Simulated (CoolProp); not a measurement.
Vapour-liquid equilibrium of R227EA (1) + isobutene (2) at 0.00282 MPa; x and y are mole fractions of (1).

Values from CoolProp's multi-fluid Helmholtz-energy mixture model, Lemmon 2016 and Lemmon 2005; pair parameters Bell 2016.

### Question
Give the bubble temperature and the first vapour's composition at x = 0.2, 0.425, 0.8. Is there an azeotrope?

### Answer
x = 0.2: -80.1 °C, y = 0.510; x = 0.425: -80.5 °C, y = 0.541; x = 0.8: -80.0 °C, y = 0.623. y crosses x between x = 0.5 and 0.575: the model has an azeotrope there.

Pair parameters are fitted to limited data, so mixtures are less certain than the pure fluids.
